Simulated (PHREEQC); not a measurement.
0.13 g of hydrous ferric oxide (600 m²/g; 0.2 weak and 0.005 strong sites per Fe, Dzombak-Morel constants, diffuse double layer) in 1 kg of water with 0.05 mol/kgw of an inert sodium salt and 0.0037 mmol/kgw CaCl2 and 0.18 mmol/kgw NaF, at 25 °C; the pH is set by adding NaOH or the inert anion's acid. Oxygen is held at 0.21 atm. CO2 from the air is kept out. No solid was allowed to form.

Computed with PHREEQC (ion-association model, wateq4f.dat).

```
pH     Ca sorbed (%)  F sorbed (%)  surface charge σ (C/m²)  surface potential ψ (mV)
-----  -------------  ------------  -----------------------  ------------------------
4                0.0          50.1                    0.210                       142
4.67             0.0          43.3                    0.163                       130
5.33             0.0          31.9                    0.115                       112
6                0.0          19.3                    0.075                        91
6.67             0.1           9.1                    0.044                        66
7.33             1.3           3.3                    0.021                        38
8               14.0           1.0                    0.003                         5
8.67            62.7           0.3                   -0.015                       -27
9.33            94.5           0.1                   -0.037                       -59
10              99.4           0.0                   -0.072                       -89
10.67           99.9           0.0                   -0.122                      -115
11.33          100.0           0.0                   -0.191                      -136
12             100.0           0.0                   -0.275                      -151
```

Complexes and solids missing from the database can't appear.
